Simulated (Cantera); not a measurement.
Feed: 1 mol ZrO2, 580 mol H2, 0.048 mol H2O, equilibrated at 0.0580 bar.

Equilibrium computed with Cantera from the NASA thermochemical tables; the gas is ideal and each condensed phase is pure. Candidate condensed phases: H2O, Zr, ZrO2; 12 gas species. Rates play no part.

**Question.** Which condensed phases are stable at each of these points (T (°C)): 1100, 1150, 1200, 1250, 1300, 1350, 1400, 1450, 1500?

**Answer.** 
```json
[
 {"T (°C)": "1100", "condensed phases": "ZrO2(monoclinic)", "Zr condensed (%)": "100.0"},
 {"T (°C)": "1150", "condensed phases": "ZrO2(monoclinic)", "Zr condensed (%)": "100.0"},
 {"T (°C)": "1200", "condensed phases": "ZrO2(monoclinic)", "Zr condensed (%)": "100.0"},
 {"T (°C)": "1250", "condensed phases": "ZrO2(tetragonal)", "Zr condensed (%)": "100.0"},
 {"T (°C)": "1300", "condensed phases": "ZrO2(tetragonal)", "Zr condensed (%)": "100.0"},
 {"T (°C)": "1350", "condensed phases": "ZrO2(tetragonal)", "Zr condensed (%)": "100.0"},
 {"T (°C)": "1400", "condensed phases": "ZrO2(tetragonal)", "Zr condensed (%)": "100.0"},
 {"T (°C)": "1450", "condensed phases": "ZrO2(tetragonal)", "Zr condensed (%)": "100.0"},
 {"T (°C)": "1500", "condensed phases": "ZrO2(tetragonal)", "Zr condensed (%)": "100.0"}
]
```

From 1100 °C to 1200 °C the condensed part is ZrO2(monoclinic). From 1250 °C to 1500 °C the condensed part is ZrO2(tetragonal).
